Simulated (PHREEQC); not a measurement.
## Alkaline etch or developer: speciation

A solution holds 0.15 mmol/kgw NH3 and 1.4e-05 mmol/kgw H4SiO4, at 20 °C. Closed to the air; pH follows from the charge balance.

Equilibrium calculation in PHREEQC: ion-association model, wateq4f.dat.

```json
{
 "pH": "9.80",
 "ionic_strength": "4.31e-5 mol/kgw",
 "total_alkalinity": "0.150 meq/kg"
}
```

```tsv
species	molality	activity	log γ
NH3	0.000107	0.000107	0.000
NH4+	4.31e-5	4.27e-5	-0.003
OH-	4.30e-5	4.27e-5	-0.003
H4SiO4	7.86e-9	7.86e-9	0.000
H3SiO4-	6.14e-9	6.09e-9	-0.003
```

This is a speciation only: nothing precipitates in the calculation. Complexes and solids missing from the database can't appear.
